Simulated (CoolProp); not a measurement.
Vapour-liquid equilibrium of CHF3 (R23) (1) + R143a (2) at -53.95 °C; x and y are mole fractions of (1).

Computed with CoolProp (multi-fluid Helmholtz-energy mixture model, Penoncello 2003 and Lemmon and Jacobsen 2000; pair parameters Bell 2016).

| x | bubble pressure (MPa) | y at the bubble point | dew pressure at overall composition x (MPa) | liquid density (mol/L) |
|---|---|---|---|---|
| 0.05 | 0.08630 | 0.192 | 0.07595 | 14.30 |
| 0.125 | 0.1087 | 0.405 | 0.08107 | 14.60 |
| 0.2 | 0.1331 | 0.554 | 0.08695 | 14.92 |
| 0.275 | 0.1590 | 0.660 | 0.09378 | 15.24 |
| 0.35 | 0.1856 | 0.738 | 0.1018 | 15.58 |
| 0.425 | 0.2123 | 0.796 | 0.1114 | 15.92 |
| 0.5 | 0.2388 | 0.840 | 0.1231 | 16.27 |
| 0.575 | 0.2648 | 0.876 | 0.1376 | 16.64 |
| 0.65 | 0.2901 | 0.905 | 0.1561 | 17.02 |
| 0.725 | 0.3150 | 0.929 | 0.1807 | 17.42 |
| 0.8 | 0.3396 | 0.950 | 0.2146 | 17.83 |
| 0.875 | 0.3641 | 0.970 | 0.2642 | 18.26 |
| 0.95 | 0.3892 | 0.988 | 0.3392 | 18.72 |

No azeotrope shows between x = 0.05 and 0.95.

The pair parameters rest on a limited set of measurements; away from them the model extrapolates.
